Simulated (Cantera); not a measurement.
**Metals in furnace atmospheres: Pb + H2S + H2**

Input: 1 mol Pb, 0.0028 mol H2S, 110 mol H2, equilibrated at 0.390 bar.

Equilibrium computed with Cantera from the NASA thermochemical tables; the gas is ideal and each condensed phase is pure. Candidate condensed phases: Pb, PbS, S; 10 gas species. Kinetics and transport are ignored.

From 1000 K to 1300 K the condensed part is Pb(l). From 1350 K to 1400 K nothing is condensed. The main Pb-bearing gas is Pb throughout.

```tsv
T (K)	log p H2	log p Pb	log p H2S	log p PbS	log p H	log p Pb2	n Pb(l)
1000	-0.41	-4.79	-5.01	-6.90	-8.85	-10.29	0.995
1050	-0.41	-4.33	-5.02	-6.54	-8.30	-9.53	0.987
1100	-0.41	-3.92	-5.03	-6.23	-7.79	-8.83	0.966
1150	-0.41	-3.54	-5.06	-5.95	-7.33	-8.20	0.918
1200	-0.41	-3.19	-5.10	-5.72	-6.91	-7.62	0.818
1250	-0.41	-2.87	-5.16	-5.53	-6.52	-7.09	0.621
1300	-0.41	-2.58	-5.24	-5.38	-6.16	-6.60	0.253
1350	-0.41	-2.45	-5.27	-5.35	-5.83	-6.44	0
1400	-0.41	-2.45	-5.25	-5.38	-5.52	-6.53	0
```
log p: log10 of the partial pressure in bar; n: condensed amount in mol.
